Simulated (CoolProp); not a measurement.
Vapour-liquid equilibrium of ethylbenzene (1) + m-xylene (2) at 125.45 °C; x and y are mole fractions of (1).

The numbers come from the multi-fluid Helmholtz-energy mixture model, Zhou 2012 and Zhou 2012; pair parameters Bell 2016 in CoolProp.

| x | bubble pressure (MPa) | y at the bubble point | dew pressure at overall composition x (MPa) | liquid density (mol/L) |
|---|---|---|---|---|
| 0.05 | 0.06966 | 0.055 | 0.06963 | 7.240 |
| 0.15 | 0.07037 | 0.162 | 0.07029 | 7.240 |
| 0.25 | 0.07106 | 0.267 | 0.07094 | 7.241 |
| 0.35 | 0.07171 | 0.370 | 0.07159 | 7.241 |
| 0.45 | 0.07235 | 0.471 | 0.07222 | 7.243 |
| 0.55 | 0.07295 | 0.569 | 0.07283 | 7.245 |
| 0.65 | 0.07353 | 0.667 | 0.07343 | 7.247 |
| 0.75 | 0.07407 | 0.763 | 0.07400 | 7.251 |
| 0.85 | 0.07459 | 0.858 | 0.07454 | 7.254 |
| 0.95 | 0.07507 | 0.953 | 0.07506 | 7.258 |

No azeotrope shows between x = 0.05 and 0.95.

The pair parameters rest on a limited set of measurements; away from them the model extrapolates.
